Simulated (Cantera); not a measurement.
Charge: 1 mol V, 15 mol N2O, 2.2 mol N2, at 927 °C and 0.133 bar.

Cantera equilibrium calculation (NASA polynomials, part measured and part estimated; ideal gas, pure solids and liquids). Candidate condensed phases: V, VN, VO, V2O3, V2O4, V2O5; 13 gas species. Condensed phases not in the tables: the oxides between V2O3 and V2O5 other than VO2. Gases not in the tables: V4O10. Equilibrium is a limit: real reactors are often held back by kinetics, nucleation or transport.

What is the equilibrium state?


```
Property                            Result
-------------------------------  ---------
x(N2)                                0.733
x(O2)                                0.266
x(NO)                             0.000213
x(NO2)                             1.48e-6
n(V2O5(l))                       0.500 mol
gas amount                       23.45 mol
log10 activity of V(s) (absent)     -21.27
```
